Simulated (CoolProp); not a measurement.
c-C4F8 (RC318) at several states: fugacity coefficient from the reference equation and from simpler models built on Tc = 115.2 °C, pc = 27.78 bar, ω = 0.355; each cubic takes its own stable root.

The numbers come from the reference Helmholtz-energy equation of state, Platzer 1990 in CoolProp. This equation is an older, rougher fit; its heat capacities, sound speeds and derivatives of the liquid may be far off and weren't checked against measurements.

```
T (°C)  p (bar)   phase  reference  van der Waals  Redlich-Kwong  Soave-Redlich-Kwong  Peng-Robinson
------  -------  ------  ---------  -------------  -------------  -------------------  -------------
39.65     0.553     gas     0.9865         0.9901         0.9875               0.9862         0.9852
138.45    0.112     gas     0.9989         0.9990         0.9988               0.9989         0.9987
-2.15      29.3  liquid    0.04500              ?              ?                    ?        0.04445
-24.35    0.571  liquid     0.7575              ?              ?                    ?              ?
87.05       9.8     gas     0.8503         0.8750         0.8536               0.8469         0.8348
```

Problem. Complete the blanks.

Solution. 
- -2.15, van der Waals: 0.1996
- -2.15, Redlich-Kwong: 0.08777
- -2.15, Soave-Redlich-Kwong: 0.04542
- -24.35, van der Waals: 0.9829
- -24.35, Redlich-Kwong: 0.9761
- -24.35, Soave-Redlich-Kwong: 0.7581
- -24.35, Peng-Robinson: 0.7678

At some of these states van der Waals, Redlich-Kwong gives the other phase, because its saturation line lies elsewhere.
